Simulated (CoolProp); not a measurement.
A closed Brayton cycle with dry air: compressor inlet 323.15 K and 2.4 MPa, high pressure 5 MPa, turbine inlet 830 K, compressor efficiency 0.89, turbine efficiency 0.9, recuperator effectiveness 0.9 (on enthalpy, no pinch check). Each further row changes one setting.

Model: reference Helmholtz-energy equation of state, Lemmon 2000, in CoolProp. It is a pseudo-pure fit of the blend.

```csv
case,thermal efficiency (%),net work (kJ/kg),compressor to turbine work,compressor exit (K),turbine exit (K)
as stated,33.4,59.4,0.59,408.3,698.5
turbine inlet 780 K,…,50.6,…,408.3,655.2
compressor inlet 333.15 K,32.1,56.6,0.61,420.8,698.5
high pressure 4.25 MPa,32.9,…,…,387.9,725.8
recuperator effectiveness 0.5,…,59.4,0.59,408.3,698.5
```

Question: Some entries are withheld; supply them.

Answer: 
- turbine inlet 780 K, thermal efficiency (%): 30.7
- turbine inlet 780 K, compressor to turbine work: 0.63
- high pressure 4.25 MPa, net work (kJ/kg): 50.2
- high pressure 4.25 MPa, compressor to turbine work: 0.56
- recuperator effectiveness 0.5, thermal efficiency (%): 19.8
